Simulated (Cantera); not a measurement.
Feed: 1 mol Si, 0.028 mol H2O, 30 mol H2, equilibrated at 1.80 Torr.

Cantera equilibrium calculation (NASA polynomials, part measured and part estimated; ideal gas, pure solids and liquids). Candidate condensed phases: H2O, Si, SiO2; 18 gas species. Mutual solubility and eutectic melting of coexisting phases are not modelled. The tables hold silica as quartz up to 1696 K and as liquid above; real silica turns to tridymite and cristobalite and melts near 1996 K. Kinetics and transport are ignored.

Task: Which condensed phases are stable at each of these points (T (°C)): 825, 875, 925, 975, 1025, 1075, 1125, 1175, 1225, 1275, 1325?

Result: 
```json
[
 {"T (°C)": "825", "condensed phases": "Si(s) + SiO2(β-quartz)", "Si condensed (%)": "100.0"},
 {"T (°C)": "875", "condensed phases": "Si(s) + SiO2(β-quartz)", "Si condensed (%)": "99.9"},
 {"T (°C)": "925", "condensed phases": "Si(s) + SiO2(β-quartz)", "Si condensed (%)": "99.4"},
 {"T (°C)": "975", "condensed phases": "Si(s) + SiO2(β-quartz)", "Si condensed (%)": "97.5"},
 {"T (°C)": "1025", "condensed phases": "Si(s)", "Si condensed (%)": "97.2"},
 {"T (°C)": "1075", "condensed phases": "Si(s)", "Si condensed (%)": "97.2"},
 {"T (°C)": "1125", "condensed phases": "Si(s)", "Si condensed (%)": "97.2"},
 {"T (°C)": "1175", "condensed phases": "Si(s)", "Si condensed (%)": "97.2"},
 {"T (°C)": "1225", "condensed phases": "Si(s)", "Si condensed (%)": "97.2"},
 {"T (°C)": "1275", "condensed phases": "Si(s)", "Si condensed (%)": "97.1"},
 {"T (°C)": "1325", "condensed phases": "Si(s)", "Si condensed (%)": "97.1"}
]
```

From 825 °C to 975 °C the condensed part is Si(s) + SiO2(β-quartz). From 1025 °C to 1325 °C the condensed part is Si(s).
